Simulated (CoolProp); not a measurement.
2000 sccm (0 °C, 1 atm) of nitrogen bubbles through liquid n-octane at 312.6 K and leaves saturated at a total pressure of 0.0304 MPa (ideal gas phase). Each further row changes one setting.

Values from CoolProp's reference Helmholtz-energy equation of state, Beckmüller 2019.

| case | vapour pressure (kPa) | mole fraction of vapour | delivery (mg/min) | delivery (sccm) | change of delivery for a bath 1 K warmer (%) |
|---|---|---|---|---|---|
| as stated | 4.04 | … | 1560 | … | 6.0 |
| bath temperature 317.6 K | … | … | 2090 | … | 6.0 |
| total pressure 0.0608 MPa | 4.04 | 0.0665 | … | … | … |

Some entries are withheld; supply them.


- as stated, mole fraction of vapour: 0.133
- as stated, delivery (sccm): 307
- bath temperature 317.6 K, vapour pressure (kPa): 5.17
- bath temperature 317.6 K, mole fraction of vapour: 0.170
- bath temperature 317.6 K, delivery (sccm): 410
- total pressure 0.0608 MPa, delivery (mg/min): 726
- total pressure 0.0608 MPa, delivery (sccm): 142
- total pressure 0.0608 MPa, change of delivery for a bath 1 K warmer (%): 5.5
